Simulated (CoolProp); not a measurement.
Computed with CoolProp (reference Helmholtz-energy equation of state, Thol 2016).

### Question
Give the vapour pressure (bar), enthalpy of vaporisation (kJ/kg), vapour Z, surface tension (mN/m) of saturated hexamethyldisiloxane (MM) at 118.35 °C.

### Answer
```
T (°C)  p (bar)  enthalpy of vaporisation (kJ/kg)  vapour Z  surface tension (mN/m)
------  -------  --------------------------------  --------  ----------------------
118.35     1.65                               183     0.910                    7.66
```

Surface tension comes from a separate correlation (Mulero 2014), older than this fluid's equation and unchecked against measurements.
